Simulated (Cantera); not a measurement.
Feed: 1 mol MgF₂, 14 mol H₂O, 37 mol N₂, at 0.285 Torr.

Method: chemical equilibrium by Gibbs-energy minimisation in Cantera with the NASA 1993 tables (ideal gas, pure condensed phases). Candidate condensed phases: H₂O, Mg, MgF₂, MgO, Mg(OH)₂; 50 gas species. Kinetics and transport are ignored.

x: gas mole fraction; n: condensed amount in mol.

```
T (K)   x N₂  x H₂O      x H     x H₂    x HF     x O₂     x OH      x Mg       x O  n MgO(s)
-----  -----  -----  -------  -------  ------  -------  -------  --------  --------  --------
1800   0.706  0.236  0.00183  0.00997  0.0381  0.00428  0.00287   6.97e-5  0.000408     0.993
1850   0.704  0.231  0.00318   0.0132  0.0379  0.00575  0.00409  0.000225  0.000750     0.983
1900   0.700  0.224  0.00532   0.0171  0.0377  0.00763  0.00572  0.000678   0.00134     0.956
1950   0.694  0.215  0.00862   0.0215  0.0373   0.0101  0.00782   0.00192   0.00233         …
2000   0.685  0.203   0.0134   0.0260  0.0366   0.0134   0.0105   0.00511   0.00398         …
2050   0.670  0.189   0.0201   0.0299  0.0355   0.0184   0.0139    0.0127   0.00677         …
2100   0.656  0.173   0.0299   0.0351  0.0348   0.0224   0.0175    0.0168    0.0107         0
2150   0.644  0.153   0.0439   0.0412  0.0344   0.0251   0.0211    0.0167    0.0159         0
```

Some entries are withheld; supply them.


- 1950, n MgO(s): 0.883
- 2000, n MgO(s): 0.697
- 2050, n MgO(s): 0.251
